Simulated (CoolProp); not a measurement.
Methanol along the isotherm 222.25 °C: fugacity coefficient from the reference equation and from simpler models built on Tc = 240.2 °C, pc = 8.216 MPa, ω = 0.565; each cubic takes its own stable root.

Computed with CoolProp (reference Helmholtz-energy equation of state, de Reuck 1993).

| p (MPa) | phase | reference | Redlich-Kwong | Peng-Robinson |
|---|---|---|---|---|
| 2.93 | gas | 0.8643 | 0.8680 | 0.8513 |
| 5.87 | gas | 0.7121 | 0.7369 | 0.7069 |
| 8.8 | liquid | 0.5026 | 0.5602 | 0.5098 |
| 11.7 | liquid | 0.3946 | 0.4503 | 0.4056 |
| 14.7 | liquid | 0.3277 | 0.3822 | 0.3411 |
| 17.6 | liquid | 0.2849 | 0.3388 | 0.3000 |
| 20.5 | liquid | 0.2544 | 0.3081 | 0.2708 |
| 23.5 | liquid | 0.2309 | 0.2848 | 0.2485 |
| 26.4 | liquid | 0.2135 | 0.2677 | 0.2320 |
| 29.3 | liquid | 0.1997 | 0.2545 | 0.2191 |
| 32.3 | liquid | 0.1882 | 0.2438 | 0.2085 |
| 35.2 | liquid | 0.1791 | 0.2356 | 0.2003 |
| 38.1 | liquid | 0.1716 | 0.2290 | 0.1936 |
| 41.1 | liquid | 0.1651 | 0.2237 | 0.1879 |
